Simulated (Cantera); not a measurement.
A closed system holds: 1 mol Si, 0.59 mol Cl2, 11 mol H2, held at 0.133 bar.

Equilibrium computed with Cantera from the NASA thermochemical tables; the gas is ideal and each condensed phase is pure. Candidate condensed phases: Si; 19 gas species. The tables' values for SiCl3 are old estimates; treat these amounts as uncertain. Rates play no part. All values below are at 1000 °C.

Base state: H2 0.929, HCl 0.0535, SiCl2 0.00796, SiCl4 0.00426, SiHCl3 0.00295, SiCl3 0.00227, SiH2Cl2 0.000284 (mole fractions); condensed: Si(s).

Task: What changes in the equilibrium state with this change: pressure from 0.133 bar to 13.3 mbar?

Result: 
```json
[
 {"species": "H2", "before": "0.929", "after": "0.918"},
 {"species": "HCl", "before": "0.0535", "after": "0.0667"},
 {"species": "SiCl2", "before": "0.00796", "after": "0.0125"},
 {"species": "SiH2Cl2", "before": "0.000284", "after": "4.41e-5"},
 {"species": "SiHCl3", "before": "0.00295", "after": "0.000580"},
 {"species": "SiCl4", "before": "0.00426", "after": "0.00105"},
 {"species": "SiCl3", "before": "0.00227", "after": "0.00142"},
 {"species": "Si(s), mol", "before": "0.796", "after": "0.819"}
]
```
